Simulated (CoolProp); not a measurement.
Vapour-liquid equilibrium of C2F6 (R116) (1) + R143a (2) at -91.45 °C; x and y are mole fractions of (1).

Computed with CoolProp (multi-fluid Helmholtz-energy mixture model, Lemmon 2006 and Lemmon and Jacobsen 2000; pair parameters Bell 2016).

```json
[
 {"x": "0.05", "bubble pressure (MPa)": "0.01569", "y at the bubble point": "0.585", "dew pressure at overall composition x (MPa)": "0.007140", "liquid density (mol/L)": "15.03"},
 {"x": "0.15", "bubble pressure (MPa)": "0.02802", "y at the bubble point": "0.784", "dew pressure at overall composition x (MPa)": "0.007954", "liquid density (mol/L)": "14.63"},
 {"x": "0.25", "bubble pressure (MPa)": "0.03509", "y at the bubble point": "0.838", "dew pressure at overall composition x (MPa)": "0.008976", "liquid density (mol/L)": "14.24"},
 {"x": "0.35", "bubble pressure (MPa)": "0.03891", "y at the bubble point": "0.861", "dew pressure at overall composition x (MPa)": "0.01030", "liquid density (mol/L)": "13.87"},
 {"x": "0.45", "bubble pressure (MPa)": "0.04089", "y at the bubble point": "0.873", "dew pressure at overall composition x (MPa)": "0.01207", "liquid density (mol/L)": "13.52"},
 {"x": "0.55", "bubble pressure (MPa)": "0.04199", "y at the bubble point": "0.881", "dew pressure at overall composition x (MPa)": "0.01457", "liquid density (mol/L)": "13.20"},
 {"x": "0.65", "bubble pressure (MPa)": "0.04283", "y at the bubble point": "0.888", "dew pressure at overall composition x (MPa)": "0.01836", "liquid density (mol/L)": "12.90"},
 {"x": "0.75", "bubble pressure (MPa)": "0.04377", "y at the bubble point": "0.898", "dew pressure at overall composition x (MPa)": "0.02474", "liquid density (mol/L)": "12.62"},
 {"x": "0.85", "bubble pressure (MPa)": "0.04493", "y at the bubble point": "0.919", "dew pressure at overall composition x (MPa)": "0.03696", "liquid density (mol/L)": "12.37"},
 {"x": "0.95", "bubble pressure (MPa)": "0.04610", "y at the bubble point": "0.962", "dew pressure at overall composition x (MPa)": "0.04588", "liquid density (mol/L)": "12.15"}
]
```

No azeotrope shows between x = 0.05 and 0.95.

The pair parameters rest on a limited set of measurements; away from them the model extrapolates. With so large a gap from Raoult's law the liquid may split in two, which this calculation doesn't test in full.
